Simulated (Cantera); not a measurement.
Mixture: CH4 : O2 : N2 = 1 : 0.909 : 3.42 (molar parts), equivalence ratio 2.2, at 1.00 bar, adiabatic and at constant pressure. Ignition delay is the time to a rise of 400 K.

Cantera simulation using GRI-Mech 3.0 (53 species, 325 reactions); the numbers are that mechanism's predictions, not measurements.

**Question.** What does this change do: CH4 1 to 0.34 parts?

**Answer.** 
```csv
quantity,before,after
delay at 1200 K,71.4 ms,39.4 ms
delay at 1350 K,9.62 ms,5.42 ms
delay at 1500 K,1.67 ms,1.06 ms
delay at 1650 K,0.393 ms,0.295 ms
delay at 1800 K,0.127 ms,0.109 ms
apparent activation energy between 1725 and 1875 K,180 kJ/mol,160 kJ/mol
```

**Question.** What does this change do: constant volume in place of constant pressure?

**Answer.** 
| quantity | before | after |
|---|---|---|
| delay at 1200 K | 71.4 ms | 66.5 ms |
| delay at 1350 K | 9.62 ms | 8.87 ms |
| delay at 1500 K | 1.67 ms | 1.54 ms |
| delay at 1650 K | 0.393 ms | 0.361 ms |
| delay at 1800 K | 0.127 ms | 0.116 ms |
| apparent activation energy between 1725 and 1875 K | 180 kJ/mol | 180 kJ/mol |
